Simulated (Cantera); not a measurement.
An isothermal, constant-pressure homogeneous reactor starts with NH3 : H2 = 1 : 0.71 (molar parts), at 1423 K and 1.00 bar. Integrator tolerance rtol = 1e-08.

Detailed kinetics in Cantera: the gas-phase N/H chemistry of the illustrative SiF4/NH3 mechanism in the Surface Chemkin manual (1991). Walls and surfaces, which speed up NH3 decomposition in real reactors, are not modelled.

Task: What does this change do: temperature 1423 to 1850 K?

Result: 
```
quantity                                            before                                     after
-----------------  ---------------------------------------  ----------------------------------------
x(NH3) at 2.00 s     0.581 (gas-phase equilibrium 2.46e-5)    0.0132 (gas-phase equilibrium 8.28e-6)
x(H2) at 2.00 s        0.417 (gas-phase equilibrium 0.815)       0.806 (gas-phase equilibrium 0.815)
x(N2H2) at 2.00 s   3.70e-8 (gas-phase equilibrium <1e-12)    4.91e-9 (gas-phase equilibrium <1e-12)
x(N2) at 2.00 s      0.00106 (gas-phase equilibrium 0.184)       0.180 (gas-phase equilibrium 0.184)
x(NH) at 2.00 s     1.06e-8 (gas-phase equilibrium <1e-12)  4.81e-7 (gas-phase equilibrium 3.56e-10)
x(N) at 2.00 s     1.16e-10 (gas-phase equilibrium <1e-12)  4.62e-8 (gas-phase equilibrium 3.72e-11)
```
